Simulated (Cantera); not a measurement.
Mixture: CH₄ : O₂ : N₂ = 1 : 1.05 : 2.95 (molar parts), equivalence ratio 1.9, at 0.510 bar, adiabatic and at constant volume. Ignition delay is the time to a rise of 400 K.

Computed with Cantera and GRI-Mech 3.0 (53 species, 325 reactions).

Q: What does this change do: pressure from 0.510 bar to 1.00 bar?

A: 
| quantity | before | after |
|---|---|---|
| delay at 1175 K | 0.123 s | 69.5 ms |
| delay at 1225 K | 58.6 ms | 33.8 ms |
| delay at 1275 K | 29.0 ms | 17.0 ms |
| delay at 1325 K | 14.8 ms | 8.85 ms |
| delay at 1375 K | 7.88 ms | 4.75 ms |
| delay at 1425 K | 4.35 ms | 2.63 ms |
| delay at 1475 K | 2.49 ms | 1.51 ms |
| apparent activation energy between 1375 and 1475 K | 190 kJ/mol | 190 kJ/mol |
